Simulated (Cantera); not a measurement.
What does this Cantera script print?

```python
import numpy as np
import cantera as ct

gas = ct.Solution("h2o2.yaml")
gas.TPX = 300, 84000, {'H2': 1, 'O2': 0.185, 'N2': 0.696}
flame = ct.FreeFlame(gas, width=0.045)
flame.set_refine_criteria(ratio=3, slope=0.08, curve=0.16)
flame.transport_model = "mixture-averaged"
flame.solve(loglevel=0, auto=True)
z, T = flame.grid, flame.T
thick = (T[-1] - T[0]) / np.gradient(T, z).max()
show = ['H2', 'O2', 'O', 'H', 'H2O', 'HO2']
print(f"laminar burning velocity  {flame.velocity[0] * 100:.3f} cm/s")
print(f"burnt temperature         {T[-1]:.1f} K")
print(f"thermal thickness         {thick * 1e3:.4f} mm")
print(f"grid points               {len(z)}")
z0 = z[flame.heat_release_rate.argmax()]
print(f"{'z/mm':>9s}{'T/K':>9s}{'u/(m/s)':>9s}" + "".join(f"{s:>11s}" for s in show))
rows = []
for k in (-3, -2, -1.5, -1, -0.5, -0.25, 0, 0.25, 0.5, 1, 2, 4, 8):
    zz = z0 + k * thick
    rows.append([k * thick, np.interp(zz, z, T), np.interp(zz, z, flame.velocity),
                 *(np.interp(zz, z, flame.X[gas.species_index(s)]) for s in show)])
    print(f"{rows[-1][0] * 1e3:9.3f}{rows[-1][1]:9.1f}{rows[-1][2]:9.3f}" + "".join(f"{x:11.3e}" for x in rows[-1][3:]))
```

It prints:

```
laminar burning velocity  249.910 cm/s
burnt temperature         1834.1 K
thermal thickness         0.4462 mm
grid points               119
     z/mm      T/K  u/(m/s)         H2         O2          O          H        H2O        HO2
   -1.339    300.0    2.499  5.316e-01  9.835e-02  4.843e-13  3.937e-17  2.207e-11  2.150e-12
   -0.892    300.0    2.499  5.316e-01  9.835e-02  2.076e-11  2.491e-15  1.529e-09  1.684e-10
   -0.669    300.0    2.499  5.316e-01  9.836e-02  3.070e-10  1.067e-13  3.292e-08  3.987e-09
   -0.446    300.6    2.503  5.314e-01  9.840e-02  6.667e-09  2.909e-11  1.179e-06  1.620e-07
   -0.223    331.0    2.732  5.263e-01  9.924e-02  1.179e-06  2.276e-06  5.084e-04  8.392e-05
   -0.112    575.3    4.610  4.998e-01  9.469e-02  8.105e-05  2.003e-03  1.759e-02  2.734e-04
    0.000    941.9    7.348  4.470e-01  7.484e-02  5.483e-04  1.648e-02  6.617e-02  9.161e-05
    0.112   1212.4    9.379  3.859e-01  4.030e-02  1.288e-03  3.937e-02  1.346e-01  3.879e-05
    0.223   1360.9   10.522  3.482e-01  1.390e-02  8.740e-04  5.316e-02  1.845e-01  1.268e-05
    0.446   1477.3   11.386  3.350e-01  1.122e-03  1.940e-04  5.320e-02  2.096e-01  9.458e-07
    0.892   1569.3   12.023  3.413e-01  4.722e-05  9.908e-05  4.229e-02  2.130e-01  4.149e-08
    1.785   1653.8   12.593  3.493e-01  1.695e-05  6.059e-05  3.047e-02  2.145e-01  1.718e-08
    3.570   1723.5   13.054  3.562e-01  8.350e-06  3.038e-05  2.024e-02  2.158e-01  9.309e-09
```

Cantera simulation using the H2/O2 subset of GRI-Mech 3.0, which has no nitrogen chemistry; the numbers are that mechanism's predictions, not measurements. Burning velocities carry a grid error of a few per cent, more on coarse grids.
